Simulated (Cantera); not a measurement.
An adiabatic, constant-volume homogeneous reactor starts with 10.3 % CH4, 17.2 % O2, 64.5 % N2, 8.02 % H2O, equivalence ratio 1.2, at 1623 K and 16.8 atm.

Cantera simulation using GRI-Mech 3.0 (53 species, 325 reactions); the numbers are that mechanism's predictions, not measurements. The pressure lies above the range GRI-Mech 3.0 was tuned for (to about 10 atm). Above 3000 K some thermodynamic fits are extrapolated.

Q: Predict: time of steepest temperature rise; temperature at 0.800 s; equilibrium temperature; x(O2) at 0.800 s; x(H) at 0.800 s; x(NO2) at 0.800 s; x(CO2) at 0.800 s; x(CO) at 0.800 s; x(HCO) at 0.800 s.

A: 
| Property | Value |
|---|---|
| time of steepest temperature rise | 45.3 µs |
| temperature at 0.800 s | 3117 K |
| equilibrium temperature | 3117 K |
| x(O2) at 0.800 s | 0.00504 (gas-phase equilibrium 0.00504) |
| x(H) at 0.800 s | 0.00719 (gas-phase equilibrium 0.00719) |
| x(NO2) at 0.800 s | 3.63e-6 (gas-phase equilibrium 3.63e-6) |
| x(CO2) at 0.800 s | 0.0441 (gas-phase equilibrium 0.0441) |
| x(CO) at 0.800 s | 0.0532 (gas-phase equilibrium 0.0532) |
| x(HCO) at 0.800 s | 8.98e-7 (gas-phase equilibrium 8.98e-7) |
